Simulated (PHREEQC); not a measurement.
0.99 g of hydrous ferric oxide (600 m²/g; 0.2 weak and 0.005 strong sites per Fe, Dzombak-Morel constants, diffuse double layer) in 1 kg of water with 0.3 mol/kgw of an inert sodium salt, at 25 °C; the pH is set by adding NaOH or the inert anion's acid. Oxygen alone is held at its pressure in air (log pO2 = -0.68). No CO2 enters from the air. Nothing may precipitate in this run.

Base run: PHREEQC, ion-association model, wateq4f.dat. Each further column changes one thing. The table gives surface charge σ (C/m²).

| pH | base | background salt from 0.3 to 0.03 mol/kgw | oxide from 0.99 to 5 g/kgw | 0.0023 mol/kgw NiCl2 added |
|---|---|---|---|---|
| 3 | 0.368 | 0.350 | 0.368 | 0.368 |
| 4 | 0.349 | 0.272 | 0.349 | 0.349 |
| 4.5 | 0.318 | 0.214 | 0.319 | 0.319 |
| 5.5 | 0.210 | 0.111 | 0.211 | 0.214 |
| 6.5 | 0.106 | 0.047 | 0.106 | 0.130 |
| 7.5 | 0.034 | 0.014 | 0.034 | 0.129 |
| 8 | 0.006 | 0.002 | 0.006 | 0.129 |
| 9 | -0.051 | -0.021 | -0.051 | 0.126 |

The oxide is taken as insoluble; below pH 4 it would dissolve. In at least one series the solution becomes supersaturated in solids that the run did not let form, among them Ni(OH)2.
